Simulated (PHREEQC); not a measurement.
4.2 g of hydrous ferric oxide (600 m²/g; 0.2 weak and 0.005 strong sites per Fe, Dzombak-Morel constants, diffuse double layer) in 1 kg of water with 0.05 mol/kgw of an inert sodium salt and 2.2e-05 mol BaCl2, at 25 °C; the pH is set by adding NaOH or the inert anion's acid. O2 is buffered at 0.21 atm. CO2 from the air is kept out. Precipitation was switched off in this run.

Base run: PHREEQC, ion-association model, wateq4f.dat. Each further column changes one thing. The table gives surface charge σ (C/m²).

```json
[
 {"pH": "3", "base": "0.358", "background salt from 0.05 to 0.005 mol/kgw": "___", "oxide from 4.2 to 21 g/kgw": "0.361"},
 {"pH": "4", "base": "0.297", "background salt from 0.05 to 0.005 mol/kgw": "___", "oxide from 4.2 to 21 g/kgw": "0.308"},
 {"pH": "5", "base": "0.183", "background salt from 0.05 to 0.005 mol/kgw": "___", "oxide from 4.2 to 21 g/kgw": "0.191"},
 {"pH": "5.5", "base": "0.131", "background salt from 0.05 to 0.005 mol/kgw": "0.063", "oxide from 4.2 to 21 g/kgw": "0.136"},
 {"pH": "6.5", "base": "0.058", "background salt from 0.05 to 0.005 mol/kgw": "0.023", "oxide from 4.2 to 21 g/kgw": "0.059"},
 {"pH": "7.5", "base": "0.017", "background salt from 0.05 to 0.005 mol/kgw": "0.006", "oxide from 4.2 to 21 g/kgw": "0.017"},
 {"pH": "8.5", "base": "-0.010", "background salt from 0.05 to 0.005 mol/kgw": "___", "oxide from 4.2 to 21 g/kgw": "-0.010"},
 {"pH": "9", "base": "-0.026", "background salt from 0.05 to 0.005 mol/kgw": "-0.009", "oxide from 4.2 to 21 g/kgw": "-0.026"},
 {"pH": "10", "base": "-0.074", "background salt from 0.05 to 0.005 mol/kgw": "___", "oxide from 4.2 to 21 g/kgw": "-0.076"},
 {"pH": "11", "base": "-0.159", "background salt from 0.05 to 0.005 mol/kgw": "-0.085", "oxide from 4.2 to 21 g/kgw": "-0.167"}
]
```

Problem. Some entries are withheld; supply them.

Solution. 
- 3, background salt from 0.05 to 0.005 mol/kgw: 0.322
- 4, background salt from 0.05 to 0.005 mol/kgw: 0.203
- 5, background salt from 0.05 to 0.005 mol/kgw: 0.098
- 8.5, background salt from 0.05 to 0.005 mol/kgw: -0.004
- 10, background salt from 0.05 to 0.005 mol/kgw: -0.031

The oxide is taken as insoluble; below pH 4 it would dissolve.
